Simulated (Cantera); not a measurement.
Input: 1 mol V, 0.015 mol O2, 22 mol H2, held at 2300 °C.

These are equilibrium values from Cantera (NASA tables, ideal gas, pure condensed phases), not measurements of a reactor. Candidate condensed phases: H2O, V, VO, V2O3, V2O4, V2O5; 12 gas species. Condensed phases not in the tables: N, O or C dissolved in the metal. The numbers say what is thermodynamically allowed, not how fast it happens.

x: gas mole fraction; n: condensed amount in mol.

```json
[
 {"P (Pa)": "0.100", "x H2": "0.000807", "x H": "0.976", "x V": "0.0222", "x H2O": "2.98e-9", "x VO": "2.81e-5", "x O": "0.000638", "n V(l)": "0"},
 {"P (Pa)": "0.750", "x H2": "(withheld)", "x H": "0.971", "x V": "0.0222", "x H2O": "(withheld)", "x VO": "(withheld)", "x O": "(withheld)", "n V(l)": "0"},
 {"P (Pa)": "5.60", "x H2": "0.0415", "x H": "0.935", "x V": "0.0227", "x H2O": "2.58e-6", "x VO": "0.000483", "x O": "0.000192", "n V(l)": "0"},
 {"P (Pa)": "42", "x H2": "0.208", "x H": "0.765", "x V": "0.0261", "x H2O": "1.71e-5", "x VO": "0.000734", "x O": "3.37e-5", "n V(l)": "0"},
 {"P (Pa)": "320", "x H2": "0.526", "x H": "0.440", "x V": "0.0329", "x H2O": "4.42e-5", "x VO": "0.000951", "x O": "4.54e-6", "n V(l)": "0"},
 {"P (Pa)": "2400", "x H2": "0.766", "x H": "0.194", "x V": "0.0382", "x H2O": "6.44e-5", "x VO": "0.00110", "x O": "6.04e-7", "n V(l)": "0"},
 {"P (Pa)": "18000", "x H2": "0.913", "x H": "0.0774", "x V": "0.00839", "x H2O": "0.000303", "x VO": "0.000954", "x O": "3.18e-7", "n V(l)": "0.784"},
 {"P (Pa)": "130000", "x H2": "0.968", "x H": "(withheld)", "x V": "(withheld)", "x H2O": "(withheld)", "x VO": "(withheld)", "x O": "(withheld)", "n V(l)": "0.965"},
 {"P (Pa)": "1000000", "x H2": "0.988", "x H": "0.0108", "x V": "0.000151", "x H2O": "0.00128", "x VO": "6.69e-5", "x O": "2.23e-8", "n V(l)": "0.995"}
]
```

Q: Fill in the missing entries.

A: 
- 130000, x H: 0.0297
- 130000, x V: 0.00116
- 130000, x H2O: 0.000917
- 130000, x VO: 0.000378
- 130000, x O: 1.26e-7
- 0.750, x H2: 0.00599
- 0.750, x H2O: 1.30e-7
- 0.750, x VO: 0.000165
- 0.750, x O: 0.000500
